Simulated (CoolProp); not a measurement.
Vapour-liquid equilibrium of R22 (1) + C3F8 (R218) (2) at 0.0457 MPa; x and y are mole fractions of (1).

Values from CoolProp's multi-fluid Helmholtz-energy mixture model, Kamei 1995 and Lemmon 2006; pair parameters Bell 2016.

```tsv
x	bubble temperature, mixture model (K)	bubble temperature, Raoult's law (K)	y, mixture model	y, Raoult's law
0.05	217.3	220.0	___	0.060
0.2	___	219.4	___	0.232
0.35	210.9	218.9	0.544	0.394
0.5	210.5	218.3	___	0.548
0.65	210.5	217.8	___	0.692
0.8	210.9	217.3	___	0.829
0.95	213.7	216.8	0.811	0.958
```

**Question.** Fill in the missing entries.

**Answer.** 
- 0.05, y, mixture model: 0.183
- 0.2, bubble temperature, mixture model (K): 212.5
- 0.2, y, mixture model: 0.449
- 0.5, y, mixture model: 0.580
- 0.65, y, mixture model: 0.597
- 0.8, y, mixture model: 0.633

The largest gap from Raoult's law is -8.0 K in bubble temperature, at x = 0.35. y crosses x between x = 0.5 and 0.65: the model has an azeotrope there.

The pair parameters rest on a limited set of measurements; away from them the model extrapolates.
